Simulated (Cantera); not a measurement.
**Premixed flame**

A freely propagating, adiabatic, planar premixed flame of 23.2 % H2, 12.9 % O2, 48.5 % N2, 15.3 % H2O, unburnt at 548 K and 24000 Pa; mixture-averaged transport, grid criteria slope 0.08 and curve 0.16, no radiation.

Cantera simulation using the H2/O2 subset of GRI-Mech 3.0, which has no nitrogen chemistry; the numbers are that mechanism's predictions, not measurements. Burning velocities carry a grid error of a few per cent, more on coarse grids.

```csv
z (mm),T (K),u (m/s),x H2,x O2,x H2O,x HO2,x H,x O
-7.88,548,4.09,0.232,0.129,0.153,<1e-8,<1e-8,<1e-8
-5.26,548,4.09,0.232,0.129,0.153,<1e-8,<1e-8,<1e-8
-3.94,548,4.09,0.232,0.129,0.153,<1e-8,<1e-8,<1e-8
-2.63,548,4.09,0.232,0.129,0.153,8.18e-8,<1e-8,<1e-8
-1.31,554,4.12,0.229,0.129,0.154,0.000101,3.56e-5,2.38e-6
-0.657,698,5.10,0.205,0.126,0.170,0.000130,0.00262,0.000122
0,1071,7.60,0.125,0.0978,0.239,4.70e-5,0.0233,0.00303
0.657,1344,9.41,0.0534,0.0522,0.323,1.88e-5,0.0407,0.00781
1.31,1473,10.2,0.0387,0.0394,0.346,1.22e-5,0.0375,0.00844
2.63,1606,11.1,0.0355,0.0345,0.358,8.85e-6,0.0279,0.00743
5.26,1739,11.9,0.0317,0.0305,0.371,6.33e-6,0.0186,0.00578
10.5,1860,12.6,0.0261,0.0265,0.385,4.31e-6,0.0112,0.00406
21.0,1963,13.2,0.0195,0.0229,0.398,2.79e-6,0.00597,0.00257
```
x: mole fraction of selected species; z is measured from the peak of heat release.

```json
{
  "laminar_burning_velocity": "409 cm/s",
  "thermal_thickness": "2.63 mm",
  "peak x(HO2)": "0.000175",
  "peak x(H)": "0.0409",
  "peak x(O)": "0.00847",
  "grid_points": "135"
}
```
